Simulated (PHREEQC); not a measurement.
A solution holds 0.0079 mol/kgw HCl, 0.1 mol/kgw CuSO4 and 0.012 mol/kgw CuCl2, at 25 °C. Closed to the air; pH follows from the charge balance.

All values are PHREEQC results (ion-association model, phreeqc.dat), not measurements.

```
quantity                   before    after
------------------------  -------  -------
pH                           2.57     3.29
ionic strength (mol/kgw)    0.239   0.0315
Cu+2 (mol/kgw)             0.0622  0.00807
Cl- (mol/kgw)              0.0303  0.00315
CuCl+ (mol/kgw)           0.00157  3.69e-5
CuCl2 (mol/kgw)           1.20e-5  4.41e-8
```

### Question
Name the change that produced these shifts.
A) HCl replaced by SrCl2 at the same molality
B) CuCl2 from 0.012 to 0.06 mol/kgw
C) diluted 10-fold with water
D) HCl replaced by LiCl at the same molality
E) CuCl2 from 0.012 to 0.006 mol/kgw

### Answer
C, diluted 10-fold with water

This is a speciation only: nothing precipitates in the calculation.
